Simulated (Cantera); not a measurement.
# Low-pressure radical oxidation in H2/O2

A perfectly stirred reactor is fed with 2.95 % H2, 95.2 % O2, 1.81 % H2O, equivalence ratio 0.015, at 2670 Pa; it is held at 1373 K, and followed from long to short residence time.

Cantera simulation using GRI-Mech 3.0 (53 species, 325 reactions); the numbers are that mechanism's predictions, not measurements. Radical loss at walls, strong at low pressure, is not modelled.

| τ (s) | x H2 | x O2 | x OH | x O | x H |
|---|---|---|---|---|---|
| 0.84 | 6.69e-5 | 0.949 | 0.00127 | 0.00176 | 6.37e-5 |
| 0.36 | 0.000112 | 0.948 | 0.00166 | 0.00298 | 0.000141 |
| 0.15 | 0.000187 | 0.946 | 0.00215 | 0.00499 | 0.000307 |
| 0.065 | 0.000298 | 0.942 | 0.00268 | 0.00778 | 0.000600 |
| 0.028 | 0.000464 | 0.939 | 0.00325 | 0.0113 | 0.00106 |
| 0.012 | 0.000719 | 0.935 | 0.00379 | 0.0149 | 0.00165 |
| 0.0051 | 0.00116 | 0.932 | 0.00429 | 0.0175 | 0.00222 |
| 0.0022 | 0.00199 | 0.930 | 0.00478 | 0.0184 | 0.00266 |
| 0.00092 | 0.00379 | 0.931 | 0.00532 | 0.0174 | 0.00295 |
| 0.00039 | 0.00747 | 0.934 | 0.00567 | 0.0144 | 0.00290 |
| 0.00017 | 0.0145 | 0.940 | 0.00498 | 0.00919 | 0.00216 |
x: mole fraction; the columns are a selection and need not sum to one.
